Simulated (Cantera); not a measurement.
An adiabatic, constant-volume homogeneous reactor starts with 7.05 % C3H8, 19.6 % O2, 73.3 % N2, at 1725 K and 4130 Torr.

Detailed kinetics in Cantera: GRI-Mech 3.0 (53 species, 325 reactions). GRI-Mech 3.0 was tuned for natural gas; its chemistry of propane as a main component is partial and can be far from experiment. Above 3000 K some thermodynamic fits are extrapolated.

One state of this run: T (K) = 3176; P (bar) = 12.6; x C3H8 = <1e-12; x O2 = 0.000494; x CO = 0.148; x NO2 = 5.50e-8; x HCO = 2.71e-6; x HCN = 0.000102; x CH2O = 1.92e-7. x: mole fraction; the columns are a selection and need not sum to one.

Task: Which value of t (s) does it belong to?
(A) 0.0339
(B) 5.14e-5
(C) 5.90e-6
(D) 2.00e-6

Result: C, 5.90e-6
